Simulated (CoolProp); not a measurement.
Vapour-liquid equilibrium of R1234ze(E) (1) + R227EA (2) at -60.25 °C; x and y are mole fractions of (1).

Computed with CoolProp (multi-fluid Helmholtz-energy mixture model, Thol 2016 and Lemmon 2016; pair parameters Bell 2023).

```tsv
x	bubble pressure, mixture model (kPa)	bubble pressure, Raoult's law (kPa)	y, mixture model	y, Raoult's law
0.05	9.482	9.446	0.062	0.058
0.15	9.710	9.608	0.179	0.171
0.25	9.927	9.770	0.290	0.281
0.35	10.13	9.931	0.395	0.387
0.45	10.32	10.09	0.494	0.490
0.55	10.48	10.25	0.589	0.589
0.65	10.63	10.42	0.681	0.685
0.75	10.76	10.58	0.771	0.779
0.85	10.86	10.74	0.861	0.869
0.95	10.95	10.90	0.953	0.957
```

The largest gap from Raoult's law is +2.2 % in bubble pressure, at x = 0.55. No azeotrope shows between x = 0.05 and 0.95.

Pair parameters are fitted to limited data, so mixtures are less certain than the pure fluids.
